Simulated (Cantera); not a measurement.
A perfectly stirred reactor is fed with 0.321 % CH3OH, 17.3 % O2, 82.4 % N2, at 760 Torr; it is held at 1598 K, and followed from long to short residence time.

Model: GRI-Mech 3.0 (53 species, 325 reactions), integrated in Cantera. GRI-Mech 3.0 was tuned for natural gas; its chemistry of methanol as a main component is partial and can be far from experiment.

Question: Predict: x(CH3OH) at τ = 20.0 s; x(O2) at τ = 20.0 s; x(CH3OH) at τ = 0.200 s; x(O2) at τ = 0.200 s; x(CH3) at τ = 0.200 s.

Answer: 
| Property | Value |
|---|---|
| x(CH3OH) at τ = 20.0 s | 2.67e-8 |
| x(O2) at τ = 20.0 s | 0.168 |
| x(CH3OH) at τ = 0.200 s | 1.09e-6 |
| x(O2) at τ = 0.200 s | 0.168 |
| x(CH3) at τ = 0.200 s | 2.01e-9 |
